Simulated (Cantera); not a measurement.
Mixture: C2H4 : O2 : N2 : H2O = 1 : 1.76 : 6 : 1 (molar parts), equivalence ratio 1.7, at 9.87 atm, adiabatic and at constant pressure. Ignition delay is the time to a rise of 400 K.

Model: GRI-Mech 3.0 (53 species, 325 reactions), integrated in Cantera. GRI-Mech 3.0 was tuned for natural gas; its chemistry of ethylene as a main component is partial and can be far from experiment.

**Question.** Predict: delay at 1050 K; delay at 1250 K; delay at 1450 K; delay at 1650 K; apparent activation energy between 1550 and 1750 K.

**Answer.** 
| Property | Value |
|---|---|
| delay at 1050 K | 7.11 ms |
| delay at 1250 K | 0.222 ms |
| delay at 1450 K | 8.12 µs |
| delay at 1650 K | 1.94 µs |
| apparent activation energy between 1550 and 1750 K | 100 kJ/mol |
